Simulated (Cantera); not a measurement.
Feed: 1 mol AlCl3, 6.2 mol HCl, 4.1 mol N2, at 1850 °C and 24000 Pa.

Cantera equilibrium calculation (NASA polynomials, part measured and part estimated; ideal gas, pure solids and liquids). Candidate condensed phases: Al, AlCl3, AlN, NH4Cl; 20 gas species. The tables' values for AlCl2 are old estimates; treat these amounts as uncertain. Kinetics and transport are ignored.

Base state: HCl 0.518, N2 0.356, AlCl3 0.0784, Cl 0.0287, H2 0.00944, AlCl2 0.00731, AlCl 0.00105, H 0.000712 (mole fractions); condensed: gas only.

Task: What changes in the equilibrium state with this change: temperature from 1850 °C to 1752 °C?

Result: 
```
species    before     after
-------  --------  --------
HCl         0.518     0.528
N2          0.356     0.359
AlCl3      0.0784    0.0834
Cl         0.0287    0.0185
AlCl      0.00105  0.000319
H        0.000712  0.000328
AlCl2     0.00731   0.00379
```
